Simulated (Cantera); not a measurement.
Input: 1 mol HMDSO, a varied amount of CO2, held at 1325 K and 1200 Pa.

Method: chemical equilibrium by Gibbs-energy minimisation in Cantera with the NASA 1993 tables (ideal gas, pure condensed phases). Candidate condensed phases: C, C6H6, C7H8, C8H18, H2O, Si, SiC, SiO2; 123 gas species. The feed counts by its element totals alone. The tables hold silica as quartz up to 1696 K and as liquid above; real silica turns to tridymite and cristobalite and melts near 1996 K. Equilibrium is a limit: real reactors are often held back by kinetics, nucleation or transport.

At 29 mol CO2, list the 4 most abundant gas species with their mole fractions, and the condensed phases.

CO 0.459, CO2 0.336, H2O 0.118, H2 0.0865. Condensed: SiO2(β-quartz).
